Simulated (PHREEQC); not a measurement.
A solution holds 13 mmol/kgw HCl and 9.5 mmol/kgw Al2(SO4)3, at 70 °C. Closed to the air; pH follows from the charge balance.

Model: ion-association model, wateq4f.dat, run in PHREEQC.

```json
{
  "pH": "2.22",
  "ionic_strength": "0.0498 mol/kgw",
  "total_alkalinity": "-13.0 meq/kg"
}
```

| species | molality | activity | log γ |
|---|---|---|---|
| AlSO4+ | 0.0138 | 0.0111 | -0.093 |
| Cl- | 0.0130 | 0.0104 | -0.098 |
| H+ | 0.00714 | 0.00602 | -0.074 |
| SO4-2 | 0.00607 | 0.00262 | -0.364 |
| HSO4- | 0.00588 | 0.00474 | -0.093 |
| Al+3 | 0.00377 | 0.000808 | -0.669 |
| Al(SO4)2- | 0.00137 | 0.00111 | -0.093 |

No solid was allowed to form. Species that the database lacks are ignored. Away from 25 °C the constants follow the database's enthalpies or fits; those with neither stay at their 25 °C values.
